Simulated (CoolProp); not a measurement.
Values from CoolProp's reference Helmholtz-energy equation of state, Thol 2019.

**Question.** For tetradecamethylhexasiloxane (MD4M), give the phase and the Z, cv (kJ/(kg K)), speed of sound (m/s), Joule-Thomson coefficient (K/MPa) at 620 K and 0.703 MPa; 620 K and 3.64 MPa.

**Answer.** 
- 620 K and 0.703 MPa: liquid; Z 0.126, cv 2.12, speed of sound 150, Joule-Thomson coefficient 1.91
- 620 K and 3.64 MPa: liquid; Z 0.571, cv 2.11, speed of sound 281, Joule-Thomson coefficient 0.237
